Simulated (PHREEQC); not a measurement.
A solution holds 0.0011 mol ZnCl2 and 0.0002 mol NaCl per kg of water, at 75 °C. Closed to the air; pH follows from the charge balance.

The numbers come from PHREEQC with the ion-association model, phreeqc.dat.

Precipitation was switched off in this run.

What pH, specific conductance does the model give?

pH 5.32; specific conductance 675 µS/cm.

In which forms is Zn present?

Zn+2 96 %, ZnCl+ 3.1 % of the Zn.

Species that the database lacks are ignored. Constants without temperature data keep their 25 °C values here.
